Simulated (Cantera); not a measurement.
Equilibrium for silicon carbide growth: (CH3)2SiCl2 + C2H4 + H2

Input: 1 mol (CH3)2SiCl2, 0.046 mol C2H4, a varied amount of H2, equilibrated at 1600 K and 120 Pa.

Equilibrium computed with Cantera from the NASA thermochemical tables; the gas is ideal and each condensed phase is pure. Candidate condensed phases: C, C6H6, C7H8, C8H18, Si, SiC; 109 gas species. The feed counts by its element totals alone. The tables' values for SiCl3 are old estimates; treat these amounts as uncertain. Equilibrium is a limit: real reactors are often held back by kinetics, nucleation or transport.

| n(H2) (mol) | x H2 | x HCl | x SiCl2 | x H | x Cl | n C(graphite) | n SiC(s) |
|---|---|---|---|---|---|---|---|
| 1.1 | 0.622 | 0.368 | 0.00789 | 0.00124 | 0.000579 | 1.13 | 0.958 |
| 3.5 | 0.739 | 0.256 | 0.00322 | 0.00135 | 0.000370 | 1.12 | 0.975 |
| 12 | 0.875 | 0.123 | 0.000624 | 0.00147 | 0.000163 | 1.10 | 0.990 |
| 38 | 0.951 | 0.0472 | 8.50e-5 | 0.00153 | 6.01e-5 | 1.09 | 0.996 |
| 130 | 0.984 | 0.0149 | 8.14e-6 | 0.00156 | 1.86e-5 | 1.09 | 0.999 |
| 420 | 0.994 | 0.00470 | 8.07e-7 | 0.00156 | 5.86e-6 | 1.07 | 0.999 |
| 1400 | 0.997 | 0.00142 | 7.34e-8 | 0.00157 | 1.77e-6 | 1.01 | 0.999 |
x: gas mole fraction; n: condensed amount in mol.

From 1.1 mol H2 to 1400 mol H2 the condensed part is C(graphite) + SiC(s). The main Si-bearing gas is SiCl2 at 1.1 mol H2 and Si at 1400 mol H2.
